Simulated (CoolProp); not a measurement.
Properties of R115 along the isobar 4.94 MPa (Tc = 353.1 K, pc = 3.129 MPa, ω = 0.248).

The numbers come from the reference Helmholtz-energy equation of state, Lemmon 2016 in CoolProp.

```csv
T (K),phase,Z,Joule-Thomson coefficient (K/MPa),isothermal compressibility (1/MPa)
291.8,liquid,0.2320,-0.08290,0.005921
312.5,liquid,0.2323,0.1279,[?]
333.2,liquid,0.2386,0.5313,0.01803
353.9,supercritical,0.2585,1.600,0.04911
374.6,supercritical,0.3462,6.328,0.3276
395.3,supercritical,[?],[?],0.3797
416,supercritical,0.6536,[?],0.3082
436.8,supercritical,0.7295,5.860,0.2735
```

### Question
Fill in the missing entries.

### Answer

- 312.5, isothermal compressibility (1/MPa): 0.009554
- 395.3, Z: 0.5372
- 395.3, Joule-Thomson coefficient (K/MPa): 8.438
- 416, Joule-Thomson coefficient (K/MPa): 7.059
